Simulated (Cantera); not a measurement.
## Fe(CO)5 + H2 (iron carbonyl, mercury and lead vapours)

A closed system holds: 1 mol Fe(CO)5, a varied amount of H2, held at 1075 K and 6.75 Torr.

Equilibrium computed with Cantera from the NASA thermochemical tables; the gas is ideal and each condensed phase is pure. Candidate condensed phases: C, C6H6, C7H8, C8H18, Fe, Fe(CO)5, FeO, Fe(OH)2, Fe(OH)3, Fe2O3, Fe3O4, H2O; 114 gas species. Condensed phases not in the tables: cementite and carbon dissolved in iron. Equilibrium is a limit: real reactors are often held back by kinetics, nucleation or transport.

```
n(H2) (mol)  log p H2  log p CO  log p CO2  log p H2O  log p CH4  log p H  log p C2H2 (acetylene)  n C(graphite)  n Fe(α)
-----------  --------  --------  ---------  ---------  ---------  -------  ----------------------  -------------  -------
0.6             -3.02     -2.10      -5.06      -6.01      -7.38    -9.34                  -11.14        0.00602     1.00
1.1             -2.79     -2.13      -5.13      -5.82      -6.93    -9.23                  -10.91        0.00594     1.00
1.9             -2.61     -2.19      -5.24      -5.69      -6.56    -9.14                  -10.73        0.00577     1.00
3.4             -2.44     -2.27      -5.41      -5.61      -6.22    -9.05                  -10.56        0.00537     1.00
6.1             -2.31     -2.39      -5.65      -5.60      -5.96    -8.99                  -10.43        0.00451     1.00
11              -2.21     -2.55      -5.97      -5.66      -5.76    -8.94                  -10.33        0.00274     1.00
19              -2.15     -2.73      -6.31      -5.76      -5.65    -8.91                  -10.30              0     1.00
34              -2.11     -2.94      -6.58      -5.78      -5.72    -8.89                  -10.55              0     1.00
61              -2.08     -3.17      -6.90      -5.84      -5.81    -8.87                  -10.81              0     1.00
```
log p: log10 of the partial pressure in bar; n: condensed amount in mol.

From 0.6 mol H2 to 11 mol H2 the condensed part is C(graphite) + Fe(α). From 19 mol H2 to 61 mol H2 the condensed part is Fe(α).
